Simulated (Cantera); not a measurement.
Input (Python, Cantera) and output of one run.

```python
import numpy as np
import cantera as ct

gas_names = """
    CL CL2 Fe FeCL FeCL2 FeCL3 Fe2CL4 Fe2CL6 H HCL H2 N NH NH2 NH3 N2 N2H2 N2H4
""".split()
cond_names = """
    Fe(a) Fe(c) Fe(d) Fe(L) FeCL2(s) FeCL2(L) FeCL3(s) FeCL3(L) NH4CL(a) NH4CL(b)
""".split()


# ... load() reads the species with a 1 bar reference pressure and builds the phases ...
atoms = {
    'FeCl3': {'Fe': 1, 'CL': 3},
    'HCl': {'H': 1, 'CL': 1},
    'N2': {'N': 2},
}
top_T = {}  # K; cautious upper limits of use, not melting points


# ... equilibrate(T, P, feed) seeds the gas with the atoms and calls Mixture.equilibrate('TP', solver="vcs", rtol=1e-11, max_steps=5000) ...
results = []
feed = {'FeCl3': 1, 'HCl': 1.3, 'N2': 150}  # mol
T = 898  # K
P = 1333.22  # Pa
mix = equilibrate(T, P, feed)
results.append((T, P, feed, dict(zip(mix.species_names, mix.species_moles))))
x = sorted(zip(gas.X, gas.species_names), reverse=True)
print(f"T = {T:g} K  P = {P:g} Pa  gas = {mix.phase_moles(0):.4g} mol")
print("   x: " + "  ".join(f"{s} {v:.3e}" for v, s in x if v > 1e-05))
print("   condensed (mol): " + ("  ".join(f"{mix.phase(i).name} {mix.phase_moles(i):.4g}"
      for i in range(1, mix.n_phases) if mix.phase_moles(i) > 1e-12) or "none"))
```

It prints:

```
T = 898 K  P = 1333.22 Pa  gas = 152.4 mol
   x: N2 9.842e-01  HCL 8.530e-03  FeCL3 5.188e-03  FeCL2 1.361e-03  CL2 6.742e-04  CL 1.602e-05
   condensed (mol): none
```

Cantera equilibrium calculation (NASA polynomials, part measured and part estimated; ideal gas, pure solids and liquids).
